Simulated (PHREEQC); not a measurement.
Consider water at 25 °C with 0.029 mol HF and 0.016 mol H2SiF6 per kg of water. Closed to the air; pH follows from the charge balance.

The numbers come from PHREEQC with the ion-association model, wateq4f.dat.

No solid was allowed to form.

Question: Order these F species by the share of F that they hold, largest first: H2F2, HF2-, SiF6-2, F-, HF.

Answer: SiF6-2 (77 %), HF (20 %), H2F2 (2.6 %), F- (0.59 %), HF2- (0.11 %)

The pH is 1.55 and the ionic strength 0.0488 mol/kgw. SiF6-2 is the database's only silicon fluoride.
